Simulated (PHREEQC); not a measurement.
**Alkaline etch or developer**

Dissolve 8.3 mmol/kgw TMAH, 0.88 mmol/kgw CO2 and 6.3 mmol/kgw K3PO4 at 15 °C. Closed to the air; pH follows from the charge balance.

All values are PHREEQC results (ion-association model, phreeqc.dat), not measurements.

Precipitation was switched off in this run.

**Question.** What pH does the model give?

**Answer.** pH 12.21.

**Question.** In which forms is P present?

**Answer.** PO4-3 61 %, HPO4-2 38 %, KHPO4- 0.7 % of the P.

Species that the database lacks are ignored. (CH3)4N+ isn't in the database: it is added as a free cation with an ion size of 4 Å.
